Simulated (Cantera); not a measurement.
Input (Python, Cantera) and output of one run.

```python
import numpy as np
import cantera as ct

gas_names = """
    HCL PbCL2 H
""".split()
cond_names = """
    Pb(cr) Pb(L)
""".split()


def load(file, names, dense=False):
    # The tables refer to 1 bar. Condensed volumes are neglected.
    table = {s.name: s for s in ct.Species.list_from_file(file)}
    out = []
    for n in names:
        d = dict(table[n].input_data)
        d["thermo"] = dict(d["thermo"], **{"reference-pressure": 1e5})
        if dense:
            d["equation-of-state"] = {"model": "constant-volume", "density": "1e6 g/cm^3"}
        out.append(ct.Species.from_dict(d))
    return out


species = {s.name: s for s in load("nasa_gas.yaml", gas_names) + load("nasa_condensed.yaml", cond_names)}
# Each term lists the table entries of one substance; the one whose range holds T is used.
reactions = {
    '2 HCl(g) + Pb = PbCl2(g) + 2 H(g)':
        [(-2, ['HCL']), (-1, ['Pb(cr)', 'Pb(L)']), (1, ['PbCL2']), (2, ['H'])],
}


def pick(names, T):
    return next(species[n] for n in names if species[n].thermo.min_temp <= T <= species[n].thermo.max_temp)


results = []
for label, terms in reactions.items():
    print(label)
    print("     T/K   dH/kJ  dS/(J/K)   dG/kJ   log10 K")
    for T in [575, 600, 625, 650, 675]:
        used = [(nu, pick(names, T)) for nu, names in terms]
        dH = sum(nu * s.thermo.h(T) for nu, s in used) / 1e6
        dS = sum(nu * s.thermo.s(T) for nu, s in used) / 1e3
        dG = dH - T * dS / 1e3
        logK = -dG * 1e6 / (ct.gas_constant * T * np.log(10))
        results.append((label, T, dH, dS, dG, logK, [s.name for _, s in used]))
        print(f"{T:8g} {dH:8.1f} {dS:8.1f} {dG:8.1f} {logK:8.2f}")
```

Result:

```
2 HCl(g) + Pb = PbCl2(g) + 2 H(g)
     T/K   dH/kJ  dS/(J/K)   dG/kJ   log10 K
     575    449.7    115.7    383.2   -34.81
     600    450.0    116.1    380.3   -33.11
     625    445.4    108.5    377.6   -31.56
     650    445.6    108.8    374.9   -30.13
     675    445.9    109.2    372.2   -28.80
```

Standard-state values (1 bar) from the NASA 1993 polynomials, evaluated with Cantera. Condensed species are held in their standard states even where they would react or evaporate.
